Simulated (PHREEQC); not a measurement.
A column of 0.1 m (40 cells, dispersivity 0.0035 m, 3600 s a shift, diffusion coefficient 3e-10 m²/s) holds 0.26 eq of the database's cation exchanger X per kg of pore water, first in equilibrium with 4.7 mmol/kgw (NH4)2SO4, 5.7 mmol/kgw KCl and 0.01 mmol/kgw HCl. It is flushed with 48 mmol/kgw NH4Cl, 7.4 mmol/kgw MgSO4, 27 mmol/kgw MnCl2 and 0.01 mmol/kgw HCl, at 25 °C. Values are for the last cell. No CO2 enters from the air. Nothing may precipitate in this run.

Base run: PHREEQC, ion-association model, phreeqc.dat. Each further column changes one thing. The table gives Mg in solution (mol/kgw).

```
pore volumes      base  exchange capacity from 0.26 to 0.13 eq/kgw  dispersivity from 0.0035 to 0.007 m
------------  --------  ------------------------------------------  -----------------------------------
0                    0                                           0                                    0
0.6875               0                                           0                                    0
1.363          1.46e-5                                    0.000476                              6.79e-5
2.038         0.000664                                         [?]                                  [?]
2.712          0.00210                                         [?]                              0.00259
3.612          0.00419                                     0.00691                              0.00435
4.287          0.00543                                     0.00725                              0.00535
4.963          0.00629                                         [?]                              0.00607
5.638          0.00681                                     0.00739                              0.00657
6.312          0.00711                                     0.00740                                  [?]
6.987          0.00726                                     0.00740                              0.00709
```

Q: What belongs in the gaps?

A: 
- 2.038, exchange capacity from 0.26 to 0.13 eq/kgw: 0.00323
- 2.038, dispersivity from 0.0035 to 0.007 m: 0.00110
- 2.712, exchange capacity from 0.26 to 0.13 eq/kgw: 0.00550
- 4.963, exchange capacity from 0.26 to 0.13 eq/kgw: 0.00736
- 6.312, dispersivity from 0.0035 to 0.007 m: 0.00689
